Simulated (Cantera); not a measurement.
Charge: 1 mol SiCl4, 0.081 mol C3H8, 18 mol H2, at 1.00 Torr.

Equilibrium computed with Cantera from the NASA thermochemical tables; the gas is ideal and each condensed phase is pure. Candidate condensed phases: C, C6H6, C7H8, C8H18, Si, SiC; 109 gas species. Gases not in the tables: Si2H6 and higher silanes. Equilibrium is a limit: real reactors are often held back by kinetics, nucleation or transport.

Over these rows the condensed part is SiC(s). Partial pressures as log10 of bar:

```tsv
T (K)	1000/T (1/K)	log p Si2C	log p H2	log p HCl	log p SiCl2	log p H
1673	0.5977	-8.91	-2.95	-3.79	-4.31	-5.42
1773	0.5640	-7.93	-2.96	-3.78	-4.33	-5.02
1873	0.5339	?	-2.96	-3.77	-4.38	-4.67
1973	0.5068	-6.50	-2.98	-3.74	-4.49	-4.36
2073	0.4824	-6.07	-3.00	-3.71	-4.71	-4.08
2173	0.4602	-5.74	-3.04	-3.71	-5.01	-3.83
```

Q: Fit log p(Si2C) = a + b·(1000/T) to the five rows, give the apparent enthalpy, and predict the row at 1873 K.

A: Means: 1000/T = 0.5222, log p = -7.030. Sxy = -0.305910, Sxx = 0.0131127, so b = -23.33 and a = -7.030 − (-23.33)×0.5222 = 5.15.
Apparent enthalpy: −19.145 × (-23.33) = 447 kJ/mol. With the condensed phases at unit activity, SiC(s) + H2(g) + SiCl2(g) = Si2C(g) + 2 HCl(g) links this pressure to the main gases: over the six rows their terms move log p by -0.95 in all, so the slope isn't that reaction's ΔH° alone. The five rows lie within 0.17 of the line; that is curvature, so one enthalpy describes this range poorly.
Prediction at 1873 K: 5.15 + (-23.33)×0.5339 = -7.31. The computed value is -7.11, 0.20 from the line.
